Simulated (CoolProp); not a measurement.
The fluid at 256.1 K and 0.021 MPa is compressed adiabatically to 0.0985 MPa with isentropic efficiency 0.9. The same conditions are run with several fluids, on thermodynamics alone (safety and materials aside).

Values from CoolProp's reference Helmholtz-energy equation of state of each fluid (ammonia: Gao 2020; hydrogen chloride: Thol 2018; trans-2-butene: Lemmon 2005; fluoroethane (R161): Wu 2012; R22: Kamei 1995).

```json
[
 {"fluid": "ammonia", "work (kJ/kg)": "258", "final temperature (K)": "377.8", "final density (kg/m³)": "0.536"},
 {"fluid": "hydrogen chloride", "work (kJ/kg)": "126", "final temperature (K)": "413.8", "final density (kg/m³)": "1.05"},
 {"fluid": "trans-2-butene", "work (kJ/kg)": "69.4", "final temperature (K)": "304.4", "final density (kg/m³)": "2.25"},
 {"fluid": "fluoroethane (R161)", "work (kJ/kg)": "84.8", "final temperature (K)": "326.8", "final density (kg/m³)": "1.76"},
 {"fluid": "R22", "work (kJ/kg)": "47.4", "final temperature (K)": "330.7", "final density (kg/m³)": "3.13"}
]
```
